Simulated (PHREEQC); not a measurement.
Consider water at 20 °C with 0.0025 mol H2SO4 and 0.0022 mol CaCl2 per kg of water. Closed to the air; pH follows from the charge balance.

Model: ion-association model, wateq4f.dat, run in PHREEQC.

This is a speciation only: nothing precipitates in the calculation.

**Question.** Order these S species by the share of S that they hold, largest first: SO4-2, CaHSO4+, CaSO4, HSO4-.

**Answer.** SO4-2 (71 %), HSO4- (18 %), CaSO4 (11 %), CaHSO4+ (0.28 %)

**Question.** Order these Ca species by the share of Ca that they hold, largest first: CaSO4, CaHSO4+, Ca+2.

**Answer.** Ca+2 (87 %), CaSO4 (12 %), CaHSO4+ (0.31 %)

The pH is 2.38 and the ionic strength 0.0121 mol/kgw. Complexes and solids missing from the database can't appear.
